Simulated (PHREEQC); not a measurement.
Make-up at 20 °C: 0.048 mol HCl and 4.7e-05 mol MgCl2 per kg of water. Closed to the air; pH follows from the charge balance.

The numbers come from PHREEQC with the ion-association model, phreeqc.dat.

```
Item                          Result
--------------------  --------------
pH                              1.39
ionic strength        0.0481 mol/kgw
specific conductance     15900 µS/cm
total alkalinity        -48.0 meq/kg
```

```tsv
species	molality	activity	log γ
Cl-	0.0481	0.0394	-0.087
H+	0.0480	0.0411	-0.067
Mg+2	4.70e-5	2.31e-5	-0.308
```

No solid was allowed to form.
